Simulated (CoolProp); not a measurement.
Properties of toluene at several states.

The numbers come from the reference Helmholtz-energy equation of state, Lemmon 2006 in CoolProp. It is a short technical equation, of lower accuracy than the large ones.

```tsv
T (K)	p (MPa)	phase	cp (kJ/(kg K))	cv (kJ/(kg K))	speed of sound (m/s)	expansivity (1/kK)	conductivity (mW/(m K))	Prandtl number
501.8	12.6	liquid	2.385	1.888	677.8	1.649	91.3	3.62
353.3	1.03	liquid	1.888	1.434	1084	1.201	116	5.22
602.3	1.05	gas	2.211	2.071	217.8	2.288	41.6	0.739
```

Viscosity comes from a separate model (Avgeri 2015). Thermal conductivity comes from a separate model (Assael 2012).
